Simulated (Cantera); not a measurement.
A Cantera script and what it prints.

```python
import numpy as np
import cantera as ct

gas_names = """
    H HO2 H2 H2O H2O2 O OH O2 O3 Si SiH SiH2 SiH3 SiH4 SiO SiO2 Si2 Si3
""".split()
cond_names = """
    H2O(s) H2O(L) Si(cr) Si(L) SiO2(Lqz) SiO2(hqz) SiO2(L)
""".split()


# ... load() reads the species with a 1 bar reference pressure and builds the phases ...
atoms = {
    'SiH4': {'Si': 1, 'H': 4},
    'O3': {'O': 3},
    'H2': {'H': 2},
}
top_T = {}  # K; cautious upper limits of use, not melting points


# ... equilibrate(T, P, feed) seeds the gas with the atoms and calls Mixture.equilibrate('TP', solver="vcs", rtol=1e-11, max_steps=5000) ...
results = []
feed = {'SiH4': 1, 'O3': 0.98, 'H2': 10}  # mol
T = 725  # K
P = 133.322  # Pa
mix = equilibrate(T, P, feed)
results.append((T, P, feed, dict(zip(mix.species_names, mix.species_moles))))
print(gas.report(threshold=1e-05))
for i in range(1, mix.n_phases):
    print(f"{mix.phase(i).name:16s} {mix.phase_moles(i):12.5e} mol")
```

Result:

```
       temperature   725 K
          pressure   133.32 Pa
           density   7.2307e-05 kg/m^3
  mean mol. weight   3.2693 kg/kmol
   phase of matter   gas

                          1 kg             1 kmol
                     ---------------   ---------------
          enthalpy       -1.9118e+06       -6.2503e+06  J
   internal energy       -3.7557e+06       -1.2278e+07  J
           entropy             66971        2.1895e+05  J/K
    Gibbs function       -5.0466e+07       -1.6499e+08  J
 heat capacity c_p            9193.5             30056  J/K
 heat capacity c_v            6650.2             21741  J/K

                      mass frac. Y      mole frac. X     chem. pot. / RT
                     ---------------   ---------------   ---------------
                H2           0.56835           0.92167           -23.471
               H2O           0.43165          0.078333            -73.24
     [  +16 minor]        7.5705e-13        2.4549e-12

Si(cr)            0.00000e+00 mol
SiO2(Lqz)         1.00000e+00 mol
```

These are equilibrium values from Cantera (NASA tables, ideal gas, pure condensed phases), not measurements of a reactor.
